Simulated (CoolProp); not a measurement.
Vapour-liquid equilibrium of 1-butene (1) + acetone (2) at 0.47 MPa; x and y are mole fractions of (1).

Computed with CoolProp (multi-fluid Helmholtz-energy mixture model, Lemmon 2005 and Lemmon 2006; pair parameters Bell 2016).

Problem. Give the bubble temperature and the first vapour's composition at x = 0.15, 0.55, 0.95. Is there an azeotrope?

Solution. x = 0.15: 350.3 K, y = 0.605; x = 0.55: 323.8 K, y = 0.874; x = 0.95: 315.2 K, y = 0.977. No azeotrope shows between x = 0.05 and 0.95.

The pair parameters rest on a limited set of measurements; away from them the model extrapolates.
